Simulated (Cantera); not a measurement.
**Ignition delay**

Mixture: H₂ : O₂ : N₂ = 1 : 0.357 : 1.34 (molar parts), at 0.390 bar, adiabatic and at constant volume. Ignition delay is the time to a rise of 400 K.

Cantera simulation using GRI-Mech 3.0 (53 species, 325 reactions); the numbers are that mechanism's predictions, not measurements. Where the delays flatten at high temperature, the 400 K rule measures the pace of heat release, not the induction time.

```
T0 (K)  delay (ms)
------  ----------
1125         0.177
1200         0.118
1275        0.0858
1350        0.0671
1425        0.0562
```
